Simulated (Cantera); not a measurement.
A closed system holds: 1 mol Si3N4, 0.03 mol H2O, 1.7 mol N2, at 10.0 mbar.

Equilibrium computed with Cantera from the NASA thermochemical tables; the gas is ideal and each condensed phase is pure. Candidate condensed phases: H2O, Si, SiO2, Si2N2O, Si3N4; 35 gas species. The tables' values for SiN are old estimates; treat these amounts as uncertain. The numbers say what is thermodynamically allowed, not how fast it happens. All values below are at 1800 K.

Base state: N2 0.966, SiO 0.0168, H2 0.0166, H 0.000461, Si 0.000299, Si2N 1.96e-5, SiN 1.30e-5 (mole fractions); condensed: Si3N4(s).

What changes in the equilibrium state with this change: pressure from 10.0 mbar to 0.133 bar?


| species | before | after |
|---|---|---|
| N2 | 0.966 | 0.982 |
| H2 | 0.0166 | 0.0172 |
| SiO | 0.0168 | 0.00100 |
| Si2N | 1.96e-5 | 1.68e-7 |
| Si | 0.000299 | 3.94e-6 |
| SiN | 1.30e-5 | 6.31e-7 |
| H | 0.000461 | 0.000128 |
| Si3N4(s), mol | 0.990 | 0.981 |
| Si2N2O(s), mol | 0 | 0.0283 |
Mutual solubility and eutectic melting of coexisting phases are not modelled.
